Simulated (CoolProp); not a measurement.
Model: reference Helmholtz-energy equation of state, Platzer 1990, in CoolProp. This equation is an older, rougher fit; its heat capacities, sound speeds and derivatives of the liquid may be far off and weren't checked against measurements.

Give the vapour pressure (kPa), vapour density (kg/m³), surface tension (mN/m), liquid viscosity (µPa s) of saturated c-C4F8 (RC318) at 314.1, 324.6, 335 K.


| T (K) | p (kPa) | vapour density (kg/m³) | surface tension (mN/m) | liquid viscosity (µPa s) |
|---|---|---|---|---|
| 314.1 | 505 | 45.2 | 6.41 | 287 |
| 324.6 | 674 | 60.7 | 5.30 | 246 |
| 335 | 878 | 80.5 | 4.24 | 211 |

Viscosity comes from a separate model (Huber 2003), an estimate that may be off by 10 % or more. Surface tension comes from a separate correlation (Mulero 2012).
